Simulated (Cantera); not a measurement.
Input (Python, Cantera):

```python
import numpy as np
import cantera as ct

gas = ct.Solution("gri30.yaml")
gas.TPX = 1500, 870, {'C2H6': 1, 'N2': 9.1, 'H2O': 0.26}
reactor = ct.IdealGasConstPressureReactor(gas, energy="off", clone=False)
net = ct.ReactorNet([reactor])
net.rtol, net.atol = 1e-08, 1e-18
show = ['C2H6', 'C2H4', 'CH3', 'CH2', 'H', 'HCN']
times = np.geomspace(1e-05, 100, 9)

steps = ct.SolutionArray(gas, extra=["t"])
rows = []
print(f"{'t/s':>10s}{'T/K':>9s}{'P/Pa':>11s}" + "".join(f"{s:>11s}" for s in show))
for t in times:
    while net.time < t:
        t_next = net.step()
        steps.append(gas.state, t=t_next)
    rows.append([np.interp(t, steps.t, y) for y in (steps.T, steps.P, *steps(*show).X.T)])
    print(f"{t:10.3e}{rows[-1][0]:9.1f}{rows[-1][1]:11.4g}" + "".join(f"{x:11.3e}" for x in rows[-1][2:]))
rate = np.gradient(steps.T, steps.t)
print("integrator steps:", len(steps.t))
if steps.T.max() > steps.T[0] + 200:
    print(f"time of steepest temperature rise: {steps.t[rate.argmax()]:.4e} s")
gas.TPX = 1500, 870, {'C2H6': 1, 'N2': 9.1, 'H2O': 0.26}
gas.equilibrate("TP")
print(f"equilibrium (TP): T = {gas.T:.1f} K  " + "  ".join(f"{s} {gas[s].X[0]:.3e}" for s in show))
```

Result:

```
       t/s      T/K       P/Pa       C2H6       C2H4        CH3        CH2          H        HCN
 1.000e-05   1500.0        870  9.648e-02  7.831e-09  8.874e-05  4.414e-11  2.887e-08  7.493e-18
 7.499e-05   1500.0        870  9.615e-02  2.621e-06  6.541e-04  1.888e-08  1.219e-06  7.290e-15
 5.623e-04   1500.0        870  9.227e-02  1.033e-03  4.208e-03  2.682e-06  7.483e-05  2.124e-09
 4.217e-03   1500.0        870  3.393e-02  3.750e-02  1.095e-02  1.377e-05  3.944e-04  3.090e-07
 3.162e-02   1500.0        870  1.365e-04  2.243e-02  9.605e-04  8.712e-07  1.502e-04  7.436e-07
 2.371e-01   1500.0        870  6.923e-06  4.365e-03  2.041e-04  5.276e-08  3.829e-05  7.479e-07
 1.778e+00   1500.0        870  4.106e-06  1.811e-04  1.569e-04  3.479e-08  3.374e-05  7.530e-07
 1.334e+01   1500.0        870  1.808e-06  8.839e-05  1.084e-04  2.818e-08  4.378e-05  8.180e-07
 1.000e+02   1500.0        870  1.853e-07  3.595e-05  3.844e-05  1.416e-08  7.135e-05  1.249e-06
integrator steps: 1421
equilibrium (TP): T = 1500.0 K  C2H6 2.120e-10  C2H4 1.493e-05  CH3 9.604e-07  CH2 3.478e-10  H 8.265e-05  HCN 7.339e-02
```

Detailed kinetics in Cantera: GRI-Mech 3.0 (53 species, 325 reactions). GRI-Mech 3.0 stops at C3 and has no aromatics, soot or wall deposition, so with more carbon than oxygen in the feed, carbon stays in small species such as C2H2 where larger ones or solid carbon would form. Radical loss at walls, strong at low pressure, is not modelled.
